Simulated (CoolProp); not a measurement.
Values from CoolProp's reference Helmholtz-energy equation of state, Lemmon 2005. It is a short technical equation, of lower accuracy than the large ones.

Question: For trans-2-butene, give the phase and the cp (kJ/(kg K)), cv (kJ/(kg K)), speed of sound (m/s) at 59.15 °C and 0.101 MPa.

Answer: 
- 59.15 °C and 0.101 MPa: gas; cp 1.72, cv 1.55, speed of sound 228
